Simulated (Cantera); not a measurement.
Charge: 1 mol HgO, 1.3 mol O2, 1.7 mol N2, a varied amount of H2, held at 101000 Pa.

Equilibrium computed with Cantera from the NASA thermochemical tables; the gas is ideal and each condensed phase is pure. Candidate condensed phases: H2O, Hg, HgO; 25 gas species. The numbers say what is thermodynamically allowed, not how fast it happens.

Stable condensed phases, one row left out:

```
T in °C \ n(H2) in mol
         0.28 0.35 0.45 0.57 0.72 0.92  1.2  1.5  1.9  2.4  3.1  3.9
   1277     A    A    A    A    A    A    A    A    A    A    A    A
   1177     A    A    A    A    A    A    A    A    A    A    A    A
   1077     A    A    A    A    A    A    A    A    A    A    A    A
    977     A    A    A    A    A    A    A    A    A    A    A    A
    877     A    A    A    A    A    A    A    A    A    A    A    A
    777     A    A    A    A    A    A    A    A    A    A    A    A
    677     A    A    A    A    A    A    A    A    A    A    A    A
    577     A    A    A    A    A    A    A    A    A    A    A    A
    477     A    A    A    A    A    A    A    A    A    A    A    A
    277     B    B    B    B    B    B    B    B    B    B    B    A
    177     B    B    B    B    B    B    B    B    B    B    C    D
```

A: gas only; B: HgO; C: Hg + HgO; D: Hg.

Problem. Give the row for 377 °C.

Solution. 0.28: HgO; 0.35: HgO; 0.45: HgO; 0.57: HgO; 0.72: HgO; 0.92: HgO; 1.2: HgO; 1.5: HgO; 1.9: HgO; 2.4: HgO; 3.1: HgO; 3.9: gas only.
